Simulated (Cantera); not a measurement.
Gas-phase reforming

An isothermal, constant-pressure homogeneous reactor starts with CH4 : H2O = 1 : 1.9 (molar parts), at 1375 K and 1.01 bar.

Cantera simulation using GRI-Mech 3.0 (53 species, 325 reactions); the numbers are that mechanism's predictions, not measurements.

```csv
t (s),x CH4,x H2O,x CO,x O,x CH2,x C2H,x HO2
4.00e-5,0.345,0.655,<1e-12,<1e-12,<1e-12,<1e-12,<1e-12
9.65e-5,0.345,0.655,<1e-12,<1e-12,1.29e-12,<1e-12,<1e-12
0.000233,0.345,0.655,<1e-12,<1e-12,6.69e-12,<1e-12,<1e-12
0.000561,0.345,0.655,1.19e-11,<1e-12,2.41e-11,<1e-12,<1e-12
0.00135,0.345,0.655,2.83e-10,<1e-12,3.99e-11,<1e-12,<1e-12
0.00326,0.345,0.655,3.22e-9,<1e-12,4.84e-11,<1e-12,<1e-12
0.00787,0.344,0.655,2.95e-8,<1e-12,6.63e-11,<1e-12,<1e-12
0.0190,0.344,0.655,2.82e-7,<1e-12,1.04e-10,<1e-12,<1e-12
0.0458,0.343,0.655,2.67e-6,<1e-12,1.61e-10,<1e-12,<1e-12
0.110,0.339,0.654,1.73e-5,<1e-12,1.98e-10,2.49e-12,<1e-12
0.266,0.329,0.649,6.77e-5,<1e-12,2.12e-10,1.53e-11,<1e-12
0.642,0.309,0.639,0.000247,<1e-12,2.63e-10,5.07e-11,<1e-12
1.55,0.271,0.619,0.000915,<1e-12,3.34e-10,1.08e-10,<1e-12
3.73,0.212,0.588,0.00299,<1e-12,3.96e-10,1.80e-10,<1e-12
9.00,0.149,0.543,0.00840,<1e-12,4.23e-10,2.60e-10,<1e-12
```
x: mole fraction; the columns are a selection and need not sum to one.

Equilibrium at this temperature and pressure: CH4 6.60e-6, H2O 0.161, CO 0.182, O <1e-12, CH2 <1e-12, C2H <1e-12, HO2 <1e-12 (gas phase only).
